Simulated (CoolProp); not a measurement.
Vapour-liquid equilibrium of R114 (1) + n-pentane (2) at 113.85 °C; x and y are mole fractions of (1).

Computed with CoolProp (multi-fluid Helmholtz-energy mixture model, Platzer 1990 and Thol 2019; pair parameters Bell 2016). This equation is an older, rougher fit; its heat capacities, sound speeds and derivatives of the liquid may be far off and weren't checked against measurements.

```json
[
 {"x": "0.05", "bubble pressure (MPa)": "0.8794", "y at the bubble point": "0.116", "dew pressure at overall composition x (MPa)": "0.8327", "liquid density (mol/L)": "7.145"},
 {"x": "0.15", "bubble pressure (MPa)": "1.026", "y at the bubble point": "0.291", "dew pressure at overall composition x (MPa)": "0.9050", "liquid density (mol/L)": "7.060"},
 {"x": "0.25", "bubble pressure (MPa)": "1.159", "y at the bubble point": "0.419", "dew pressure at overall composition x (MPa)": "0.9884", "liquid density (mol/L)": "6.972"},
 {"x": "0.35", "bubble pressure (MPa)": "1.279", "y at the bubble point": "0.520", "dew pressure at overall composition x (MPa)": "1.085", "liquid density (mol/L)": "6.883"},
 {"x": "0.45", "bubble pressure (MPa)": "1.389", "y at the bubble point": "0.604", "dew pressure at overall composition x (MPa)": "1.195", "liquid density (mol/L)": "6.792"},
 {"x": "0.55", "bubble pressure (MPa)": "1.489", "y at the bubble point": "0.678", "dew pressure at overall composition x (MPa)": "1.318", "liquid density (mol/L)": "6.703"},
 {"x": "0.65", "bubble pressure (MPa)": "1.583", "y at the bubble point": "0.748", "dew pressure at overall composition x (MPa)": "1.451", "liquid density (mol/L)": "6.617"},
 {"x": "0.75", "bubble pressure (MPa)": "1.670", "y at the bubble point": "0.816", "dew pressure at overall composition x (MPa)": "1.585", "liquid density (mol/L)": "6.537"},
 {"x": "0.85", "bubble pressure (MPa)": "1.750", "y at the bubble point": "0.886", "dew pressure at overall composition x (MPa)": "1.710", "liquid density (mol/L)": "6.467"},
 {"x": "0.95", "bubble pressure (MPa)": "1.823", "y at the bubble point": "0.961", "dew pressure at overall composition x (MPa)": "1.814", "liquid density (mol/L)": "6.413"}
]
```

No azeotrope shows between x = 0.05 and 0.95.

Pair parameters are fitted to limited data, so mixtures are less certain than the pure fluids.
